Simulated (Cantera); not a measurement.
# Premixed flame

A freely propagating, adiabatic, planar premixed flame of 40.0 % H₂, 14.3 % O₂, 42.8 % N₂, 2.92 % H₂O, equivalence ratio 1.4, unburnt at 400 K and 1000000 Pa; multicomponent+Soret transport, grid criteria slope 0.08 and curve 0.16, no radiation.

Computed with Cantera and the H2/O2 subset of GRI-Mech 3.0, which has no nitrogen chemistry. The hydrogen kinetics of GRI-Mech 3.0 are dated; newer H2 mechanisms differ, most at raised pressure. Burning velocities carry a grid error of a few per cent, more on coarse grids.

```tsv
z (mm)	T (K)	u (m/s)	x H₂	x O₂	x H₂O	x H₂O₂	x HO₂	x OH
-0.0573	400	4.32	0.400	0.143	0.0292	<1e-8	<1e-8	<1e-8
-0.0382	400	4.32	0.400	0.143	0.0292	<1e-8	<1e-8	<1e-8
-0.0286	400	4.32	0.398	0.143	0.0293	1.50e-8	1.24e-7	<1e-8
-0.0191	403	4.30	0.391	0.145	0.0297	3.02e-7	2.45e-6	<1e-8
-0.00955	496	4.92	0.338	0.155	0.0370	6.04e-5	0.000559	2.54e-5
-0.00477	871	8.34	0.292	0.143	0.0756	0.000225	0.00196	0.00107
0	1371	13.0	0.236	0.105	0.155	9.46e-5	0.000918	0.00276
0.00477	1720	16.2	0.179	0.0608	0.237	9.18e-6	0.000423	0.00576
0.00955	1922	18.1	0.143	0.0309	0.291	4.96e-6	0.000190	0.00886
0.0191	2116	19.9	0.120	0.00887	0.331	2.54e-6	4.78e-5	0.0117
0.0382	2267	21.2	0.117	0.00259	0.348	1.31e-6	1.35e-5	0.0110
0.0764	2377	22.0	0.119	0.00107	0.357	7.53e-7	5.13e-6	0.00817
0.153	2450	22.6	0.120	0.000407	0.363	3.76e-7	1.60e-6	0.00536
```
x: mole fraction of selected species; z is measured from the peak of heat release.

The laminar burning velocity is 432 cm/s, the thermal thickness comes out as 0.0191 mm and the peak x(H₂O₂) is 0.000229. The peak x(HO₂) comes out as 0.00203 and the peak x(OH) is 0.0119. The grid points is 111.
